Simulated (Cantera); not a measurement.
A closed system holds: 1 mol Fe2O3, 0.67 mol H2S, 0.041 mol O2, equilibrated at 1675 °C and 0.210 bar.

Method: chemical equilibrium by Gibbs-energy minimisation in Cantera with the NASA 1993 tables (ideal gas, pure condensed phases). Candidate condensed phases: Fe, FeO, Fe(OH)2, Fe(OH)3, FeS, FeSO4, FeS2, Fe2O3, Fe2(SO4)3, Fe3O4, H2O, H2SO4, S; 22 gas species. The tables' stoichiometric FeO is somewhat more stable than real wüstite, so its field is too wide. FeO: taken at fixed stoichiometry. Equilibrium is a limit: real reactors are often held back by kinetics, nucleation or transport.

Base state: H2O 0.426, SO2 0.236, S2 0.138, H2 0.133, SO 0.0351, H2S 0.0155, SH 0.00862, S2O 0.00345 (mole fractions); condensed: FeO(l).

Question: What changes in the equilibrium state with this change: temperature from 1675 °C to 575 °C?

Answer: 
```csv
species,before,after
H2O,0.426,0.765
SO2,0.236,0.218
H2S,0.0155,0.0125
S2,0.138,0.00428
H2,0.133,0.000445
SO,0.0351,8.44e-7
Fe,0.000139,<1e-9
S,0.00182,<1e-9
H,0.000901,<1e-9
OH,0.000260,<1e-9
"FeO(l), mol",2.00,0
"FeS(s), mol",0,0.464
"Fe3O4(s), mol",0,0.512
```
FeS: taken at fixed stoichiometry. Gases not in the tables: S3 to S7.

Question: What changes in the equilibrium state with this change: temperature from 1675 °C to 750 °C?

Answer: 
```
species          before    after
-------------  --------  -------
H2O               0.426    0.759
SO2               0.236    0.212
H2S              0.0155   0.0143
H2                0.133  0.00283
S2                0.138   0.0108
SO               0.0351  2.01e-5
Fe(OH)2        0.000132  5.14e-9
H              0.000901    <1e-9
S               0.00182  2.81e-9
OH             0.000260    <1e-9
FeO(l), mol        2.00        0
FeS(s), mol           0    0.455
Fe3O4(s), mol         0    0.515
```
Mutual solubility and eutectic melting of coexisting phases are not modelled. FeS: taken at fixed stoichiometry. Gases not in the tables: S3 to S7.
